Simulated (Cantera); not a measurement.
Feed: 1 mol TiO2, 1.1 mol CO, 0.34 mol H2, equilibrated at 1175 °C and 0.100 bar.

Equilibrium computed with Cantera from the NASA thermochemical tables; the gas is ideal and each condensed phase is pure. Candidate condensed phases: C, C6H6, C7H8, C8H18, H2O, Ti, TiC, TiO, TiO2, Ti2O3, Ti3O5, Ti4O7; 113 gas species. Mutual solubility and eutectic melting of coexisting phases are not modelled. Condensed phases not in the tables: Magnéli phases beyond Ti4O7. Rates play no part.

Base state: CO 0.760, H2 0.234, CO2 0.00347, H2O 0.00252, H 1.41e-5 (mole fractions); condensed: TiO2(rutile) + Ti4O7(s).

Problem. What changes in the equilibrium state with this change: TiO2 replaced by Ta2O5?

Solution. 
| species | before | after |
|---|---|---|
| CO | 0.760 | 0.763 |
| H2 | 0.234 | 0.236 |
| CO2 | 0.00347 | 0.000764 |
| H2O | 0.00252 | 0.000559 |
| H | 1.41e-5 | 1.41e-5 |
| TiO2(rutile), mol | 0.966 | 0 |
| Ti4O7(s), mol | 0.00862 | 0 |
| TaC(s), mol | 0 | 0.000543 |
| Ta2O5(s), mol | 0 | 1.000 |
TaC: taken at fixed stoichiometry. Condensed phases not in the tables: Ta2C. Further candidate phases: Ta, TaC, Ta2O5.
